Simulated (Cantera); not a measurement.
Mixture: CO : H2 : CH4 : O2 : N2 = 1 : 0.098 : 0.14 : 0.436 : 1.64 (molar parts), equivalence ratio 1.9, at 12000 Torr, adiabatic and at constant volume. Ignition delay is the time to a rise of 400 K.

Computed with Cantera and GRI-Mech 3.0 (53 species, 325 reactions). The pressure lies above the range GRI-Mech 3.0 was tuned for (to about 10 atm).

**Question.** What does this change do: pressure from 12000 Torr to 21000 Torr?

**Answer.** 
| quantity | before | after |
|---|---|---|
| delay at 1275 K | 84.6 µs | 59.2 µs |
| delay at 1375 K | 42.0 µs | 27.8 µs |
| delay at 1475 K | 22.4 µs | 14.6 µs |
| delay at 1575 K | 12.6 µs | 8.23 µs |
| delay at 1675 K | 7.42 µs | 4.85 µs |
| apparent activation energy between 1575 and 1675 K | 120 kJ/mol | 120 kJ/mol |

**Question.** What does this change do: N2 1.64 to 2.4 parts?

**Answer.** 
| quantity | before | after |
|---|---|---|
| delay at 1275 K | 84.6 µs | 0.111 ms |
| delay at 1375 K | 42.0 µs | 55.3 µs |
| delay at 1475 K | 22.4 µs | 29.4 µs |
| delay at 1575 K | 12.6 µs | 16.3 µs |
| delay at 1675 K | 7.42 µs | 9.51 µs |
| apparent activation energy between 1575 and 1675 K | 120 kJ/mol | 120 kJ/mol |

**Question.** What does this change do: pressure from 12000 Torr to 330 Torr?

**Answer.** 
```csv
quantity,before,after
delay at 1275 K,84.6 µs,1.18 ms
delay at 1375 K,42.0 µs,0.615 ms
delay at 1475 K,22.4 µs,0.359 ms
delay at 1575 K,12.6 µs,0.228 ms
delay at 1675 K,7.42 µs,0.151 ms
apparent activation energy between 1575 and 1675 K,120 kJ/mol,89 kJ/mol
```
Where the delays flatten at high temperature, the 400 K rule measures the pace of heat release, not the induction time.
